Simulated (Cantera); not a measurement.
A closed system holds: 1 mol Al2O3, 0.48 mol H2O, 1.1 mol O2, held at 1200 K and 76.0 mbar.

Method: chemical equilibrium by Gibbs-energy minimisation in Cantera with the NASA 1993 tables (ideal gas, pure condensed phases). Candidate condensed phases: Al, Al2O3, H2O; 19 gas species. Rates play no part.

Base state: O2 0.696, H2O 0.304, OH 1.34e-5 (mole fractions); condensed: Al2O3(s).

Task: What changes in the equilibrium state with this change: temperature from 1200 K to 1698.15 K?

Result: 
| species | before | after |
|---|---|---|
| O2 | 0.696 | 0.695 |
| H2O | 0.304 | 0.303 |
| OH | 1.34e-5 | 0.00161 |
| O | 7.58e-8 | 0.000133 |
| H2 | 1.68e-8 | 2.60e-5 |
| Al2O3(s), mol | 1.00 | 1.00 |
Gases not in the tables: Al(OH)3.
